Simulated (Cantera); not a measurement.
What does this Cantera script print?

```python
import numpy as np
import cantera as ct

gas_names = [...]  # 151 gases of nasa_gas.yaml made of C, H, N, O, Si
cond_names = """
    C(gr) C6H6(L) C7H8(L) C8H18(L),n-octa H2O(s) H2O(L) Si(cr) Si(L) SiC(b) SiO2(Lqz) SiO2(hqz) SiO2(L)
    Si2N2O(s) Si3N4(a)
""".split()


# ... load() reads the species with a 1 bar reference pressure and builds the phases ...
atoms = {
    'Si': {'Si': 1},
    'O2': {'O': 2},
    'N2': {'N': 2},
    'CH4': {'C': 1, 'H': 4},
}
top_T = {'C(gr)': 4500, 'SiC(b)': 3050, 'Si2N2O(s)': 2100, 'Si3N4(a)': 2400}  # K; cautious upper limits of use, not melting points


# ... equilibrate(T, P, feed) seeds the gas with the atoms and calls Mixture.equilibrate('TP', solver="vcs", rtol=1e-11, max_steps=5000) ...
results = []
feed = {'Si': 1, 'O2': 0.038, 'N2': 13, 'CH4': 0.0035}  # mol
P = 0.28  # Pa
for T in [998, 1023, 1048, 1073, 1098, 1123, 1148, 1173]:
    mix = equilibrate(T, P, feed)
    results.append((T, P, feed, dict(zip(mix.species_names, mix.species_moles))))

top = {s: max(r[3][s] / sum(r[3][g] for g in gas_names) for r in results) for s in gas_names}
cols = sorted((s for s in top if top[s] > 0.001), key=lambda s: -top[s])[:7]
seen = [c for c in cond_names if any(r[3].get(c, 0) > 1e-12 for r in results)]
print("log10 of partial pressures in bar; condensed amounts in mol")
print(f"{'T/K':>10s}" + "".join(f"{s[:9]:>10s}" for s in cols + seen))
for T, P, feed, n in results:
    ng = sum(n[g] for g in gas_names)
    print(f"{T:10.4g}" + "".join(f"{np.log10(max(n[s] / ng * P / 1e5, 1e-99)):10.3f}" for s in cols)
          + "".join(f"{n.get(c, 0):10.4g}" for c in seen))
```

It prints:

```
log10 of partial pressures in bar; condensed amounts in mol
       T/K        N2     C(gr)    SiC(b) Si2N2O(s)  Si3N4(a)
       998    -5.553  0.003489         0   0.07599    0.2827
      1023    -5.553         0   0.00348   0.07598    0.2815
      1048    -5.553         0   0.00347   0.07597    0.2815
      1073    -5.553         0  0.003455   0.07596    0.2815
      1098    -5.553         0  0.003434   0.07593    0.2816
      1123    -5.553         0  0.003404    0.0759    0.2816
      1148    -5.553         0  0.003362   0.07586    0.2816
      1173    -5.553         0  0.003306   0.07578    0.2817
```

These are equilibrium values from Cantera (NASA tables, ideal gas, pure condensed phases), not measurements of a reactor. N2 is the only nitrogen source here; it is nearly inert below about 1500 K, so the nitride shown seldom forms there in practice. Mutual solubility and eutectic melting of coexisting phases are not modelled.
